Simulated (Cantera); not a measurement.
A closed system holds: 1 mol Si₃N₄, 0.047 mol N₂, at 3073 K and 260000 Pa.

Method: chemical equilibrium by Gibbs-energy minimisation in Cantera with the NASA 1993 tables (ideal gas, pure condensed phases). Candidate condensed phases: Si, Si₃N₄; 7 gas species. The tables' values for SiN are old estimates; treat these amounts as uncertain. Kinetics and transport are ignored.

Base state: N₂ 0.930, Si 0.0590, SiN 0.00461, Si₂ 0.00308, Si₂N 0.00293, Si₃ 0.000442, N 1.32e-5 (mole fractions); condensed: Si(l).

Task: What changes in the equilibrium state with this change: 0.023 mol H₂O added?

Result: 
| species | before | after |
|---|---|---|
| N₂ | 0.930 | 0.905 |
| Si | 0.0590 | 0.0590 |
| SiO | 0 | 0.0102 |
| H | 0 | 0.00887 |
| H₂ | 0 | 0.00529 |
| SiH | 0 | 0.000896 |
| SiH₂ | 0 | 2.87e-5 |
| N | 1.32e-5 | 1.30e-5 |
| Si(l), mol | 2.83 | 2.80 |
Gases not in the tables: Si₂H₆ and higher silanes. Further candidate phases: H₂O, SiO₂, Si₂N₂O.
